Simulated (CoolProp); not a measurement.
Vapour-liquid equilibrium of isobutane (1) + isobutene (2) at -22.85 °C; x and y are mole fractions of (1).

Values from CoolProp's multi-fluid Helmholtz-energy mixture model, Bücker 2006 and Lemmon 2005; pair parameters Bell 2016.

```tsv
x	bubble pressure, mixture model (kPa)	bubble pressure, Raoult's law (kPa)	y, mixture model	y, Raoult's law
0.05	52.93	52.68	0.065	0.061
0.15	54.54	53.89	___	0.179
0.25	56.02	55.10	0.298	0.291
0.35	57.38	56.31	0.402	0.399
0.45	58.65	57.52	0.502	0.502
0.55	59.82	58.73	0.597	0.601
0.65	60.92	59.94	___	0.696
0.75	61.93	61.15	0.780	0.787
0.85	___	62.36	0.868	0.875
0.95	63.76	63.57	___	0.959
```

**Question.** Some entries are withheld; supply them.

**Answer.** 
- 0.15, y, mixture model: 0.186
- 0.65, y, mixture model: 0.689
- 0.85, bubble pressure, mixture model (kPa): 62.88
- 0.95, y, mixture model: 0.956

The largest gap from Raoult's law is +2.0 % in bubble pressure, at x = 0.45. No azeotrope shows between x = 0.05 and 0.95.

The pair parameters rest on a limited set of measurements; away from them the model extrapolates.
